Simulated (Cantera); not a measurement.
An adiabatic, constant-volume homogeneous reactor starts with 11.9 % CH4, 0.892 % C2H6, 15.8 % O2, 59.5 % N2, 11.9 % H2O, equivalence ratio 1.7, at 1523 K and 760 Torr.

Computed with Cantera and GRI-Mech 3.0 (53 species, 325 reactions).

Question: Predict: time of steepest temperature rise; temperature at 0.300 s; equilibrium temperature; x(O2) at 0.300 s; x(H) at 0.300 s.

Answer: 
| Property | Result |
|---|---|
| time of steepest temperature rise | 0.408 ms |
| temperature at 0.300 s | 2740 K |
| equilibrium temperature | 2740 K |
| x(O2) at 0.300 s | 0.000663 (gas-phase equilibrium 0.000663) |
| x(H) at 0.300 s | 0.0150 (gas-phase equilibrium 0.0150) |
